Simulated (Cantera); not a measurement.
## Thermodynamics of iron carbonyl, mercury and lead vapours, feed PbO + H2 + N2

Charge: 1 mol PbO, 1.5 mol H2, 2.5 mol N2, held at 9.80 bar.

These are equilibrium values from Cantera (NASA tables, ideal gas, pure condensed phases), not measurements of a reactor. Candidate condensed phases: H2O, Pb, PbO, PbO2, Pb3O4; 27 gas species. Equilibrium is a limit: real reactors are often held back by kinetics, nucleation or transport.

```csv
T (K),x N2,x H2O,x H2,x NH3,x Pb,x PbO,x H,x Pb2,n Pb(s),n Pb(l)
500,0.630,0.261,0.0666,0.0425,<1e-12,<1e-12,<1e-12,<1e-12,1.00,0
600,0.626,0.253,0.109,0.0116,<1e-12,<1e-12,<1e-12,<1e-12,1.00,0
700,0.625,0.251,0.121,0.00305,1.14e-10,<1e-12,<1e-12,<1e-12,0,1.00
800,0.625,0.250,0.124,0.00101,6.27e-9,<1e-12,<1e-12,<1e-12,0,1.00
900,0.625,0.250,0.124,0.000412,1.40e-7,<1e-12,1.32e-11,<1e-12,0,1.000
1000,0.625,0.250,0.125,0.000199,1.65e-6,9.18e-12,2.56e-10,5.20e-12,0,1.000
1100,0.625,0.250,0.125,0.000109,1.24e-5,2.61e-10,2.92e-9,1.51e-10,0,1.000
1200,0.625,0.250,0.125,6.54e-5,6.56e-5,4.24e-9,2.23e-8,2.45e-9,0,1.000
1300,0.625,0.250,0.125,4.24e-5,0.000268,4.47e-8,1.25e-7,2.55e-8,0,0.999
1400,0.624,0.250,0.125,2.92e-5,0.000889,3.35e-7,5.49e-7,1.88e-7,0,0.996
1500,0.623,0.249,0.125,2.11e-5,0.00251,1.92e-6,1.99e-6,1.05e-6,0,0.990
1600,0.621,0.248,0.124,1.58e-5,0.00618,8.79e-6,6.12e-6,4.69e-6,0,0.975
```
x: gas mole fraction; n: condensed amount in mol.

From 500 K to 600 K the condensed part is Pb(s). From 700 K to 1600 K the condensed part is Pb(l).
